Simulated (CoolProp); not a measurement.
c-C4F8 (RC318) at 469.98 K and 6.58 MPa flows at 0.92 m/s in a round tube of 2 mm bore and 15 µm roughness, fully developed (64/Re and Nu = 3.66 if laminar; Colebrook and Gnielinski if turbulent). Each further row changes one setting.

Values from CoolProp's reference Helmholtz-energy equation of state, Platzer 1990. This equation is an older, rougher fit; its heat capacities, sound speeds and derivatives of the liquid may be far off and weren't checked against measurements.

| case | Reynolds number | Darcy friction factor | pressure drop (Pa/m) | heat-transfer coefficient (W/(m² K)) | mass flow (kg/h) |
|---|---|---|---|---|---|
| as stated | 25400 | 0.0371 | 4230 | 2360 | 5.61 |
| velocity 1.84 m/s | 50700 | 0.0359 | 16400 | 4670 | 11.2 |
| diameter 4 mm | 50700 | 0.0300 | 1710 | 1990 | 22.4 |

Viscosity comes from a separate model (Huber 2003), an estimate that may be off by 10 % or more. Thermal conductivity comes from a separate model (Huber 2003), an estimate that may be off by 10 % or more.
